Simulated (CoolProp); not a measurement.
The numbers come from the reference Helmholtz-energy equation of state, Lemmon 2006 in CoolProp. It is a short technical equation, of lower accuracy than the large ones.

### Question
Give the vapour pressure (bar), surface tension (mN/m), liquid conductivity (mW/(m K)) of saturated C3F8 (R218) at -114.25 °C.

### Answer
```tsv
T (°C)	p (bar)	surface tension (mN/m)	liquid conductivity (mW/(m K))
-114.25	0.00353	20.3	80.4
```

Thermal conductivity comes from a separate model (Huber 2003), an estimate that may be off by 10 % or more. Surface tension comes from a separate correlation (Mulero 2012).
